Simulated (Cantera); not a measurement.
An adiabatic, constant-pressure homogeneous reactor starts with CH4 : O2 : N2 : H2O = 1 : 3.39 : 12.7 : 2.5 (molar parts), equivalence ratio 0.59, at 1748 K and 1.00 atm. Integrator tolerance rtol = 1e-08.

Model: GRI-Mech 3.0 (53 species, 325 reactions), integrated in Cantera.

Task: What does this change do: 0.87 parts H2 added?

Result: 
| quantity | before | after |
|---|---|---|
| time of steepest temperature rise | 0.148 ms | 45.9 µs |
| temperature at 1.00 s | 2525 K | 2627 K |
| equilibrium temperature | 2525 K | 2627 K |
| x(CH4) at 1.00 s | <1e-12 (gas-phase equilibrium <1e-12) | <1e-12 (gas-phase equilibrium <1e-12) |
| x(O2) at 1.00 s | 0.0645 (gas-phase equilibrium 0.0645) | 0.0455 (gas-phase equilibrium 0.0455) |
| x(H2O) at 1.00 s | 0.211 (gas-phase equilibrium 0.211) | 0.237 (gas-phase equilibrium 0.237) |
| x(H2O2) at 1.00 s | 4.02e-7 (gas-phase equilibrium 4.02e-7) | 4.64e-7 (gas-phase equilibrium 4.64e-7) |
| x(C2H4) at 1.00 s | <1e-12 (gas-phase equilibrium <1e-12) | <1e-12 (gas-phase equilibrium <1e-12) |

Task: What does this change do: constant volume in place of constant pressure?

Result: 
| quantity | before | after |
|---|---|---|
| time of steepest temperature rise | 0.148 ms | 0.143 ms |
| temperature at 1.00 s | 2525 K | 2642 K |
| equilibrium temperature | 2525 K | 2642 K |
| x(CH4) at 1.00 s | <1e-12 (gas-phase equilibrium <1e-12) | <1e-12 (gas-phase equilibrium <1e-12) |
| x(O2) at 1.00 s | 0.0645 (gas-phase equilibrium 0.0645) | 0.0637 (gas-phase equilibrium 0.0637) |
| x(H2O) at 1.00 s | 0.211 (gas-phase equilibrium 0.211) | 0.206 (gas-phase equilibrium 0.206) |
| x(H2O2) at 1.00 s | 4.02e-7 (gas-phase equilibrium 4.02e-7) | 6.10e-7 (gas-phase equilibrium 6.10e-7) |
| x(C2H4) at 1.00 s | <1e-12 (gas-phase equilibrium <1e-12) | <1e-12 (gas-phase equilibrium <1e-12) |
